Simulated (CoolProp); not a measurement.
Vapour-liquid equilibrium of R125 (1) + R1234yf (2) at -68.25 °C; x and y are mole fractions of (1).

Computed with CoolProp (multi-fluid Helmholtz-energy mixture model, Lemmon 2005 and Lemmon 2022; pair parameters Bell 2023).

Give the bubble pressure and the first vapour's composition at x = 0.35, 0.65, 0.8. Is there an azeotrope?

x = 0.35: 0.01997 MPa, y = 0.589; x = 0.65: 0.02622 MPa, y = 0.829; x = 0.8: 0.02934 MPa, y = 0.912. No azeotrope shows between x = 0.05 and 0.95.

The pair parameters rest on a limited set of measurements; away from them the model extrapolates.
